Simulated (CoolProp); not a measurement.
Computed with CoolProp (reference Helmholtz-energy equation of state, Akasaka 2015).

**Question.** For R245fa, give the phase and the cp (kJ/(kg K)), cv (kJ/(kg K)), Joule-Thomson coefficient (K/MPa) at 361 K and 12.6 kPa.

**Answer.** 
- 361 K and 12.6 kPa: gas; cp 0.974, cv 0.911, Joule-Thomson coefficient 14.5
